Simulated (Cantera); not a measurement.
Input: 1 mol C2H5OH, 0.067 mol NH3, 3.4 mol H2, at 100000 Pa.

Method: chemical equilibrium by Gibbs-energy minimisation in Cantera with the NASA 1993 tables (ideal gas, pure condensed phases). Candidate condensed phases: C, C6H6, C7H8, C8H18, H2O; 169 gas species. Ions and electrons are included (thermal ionisation). Rates play no part.

Which condensed phases are stable at each of these points (T (°C)): 2227, 2477, 2727, 2977, 3227, 3477, 3727, 3977, 4227, 4477, 4727?


```json
[
 {"T (°C)": "2227", "condensed phases": "C(graphite)", "C condensed (%)": "41.6"},
 {"T (°C)": "2477", "condensed phases": "C(graphite)", "C condensed (%)": "30.2"},
 {"T (°C)": "2727", "condensed phases": "C(graphite)", "C condensed (%)": "9.1"},
 {"T (°C)": "2977", "condensed phases": "gas only", "C condensed (%)": "0.0"},
 {"T (°C)": "3227", "condensed phases": "gas only", "C condensed (%)": "0.0"},
 {"T (°C)": "3477", "condensed phases": "gas only", "C condensed (%)": "0.0"},
 {"T (°C)": "3727", "condensed phases": "gas only", "C condensed (%)": "0.0"},
 {"T (°C)": "3977", "condensed phases": "gas only", "C condensed (%)": "0.0"},
 {"T (°C)": "4227", "condensed phases": "gas only", "C condensed (%)": "0.0"},
 {"T (°C)": "4477", "condensed phases": "gas only", "C condensed (%)": "0.0"},
 {"T (°C)": "4727", "condensed phases": "gas only", "C condensed (%)": "0.0"}
]
```

From 2227 °C to 2727 °C the condensed part is C(graphite). From 2977 °C to 4727 °C nothing is condensed.
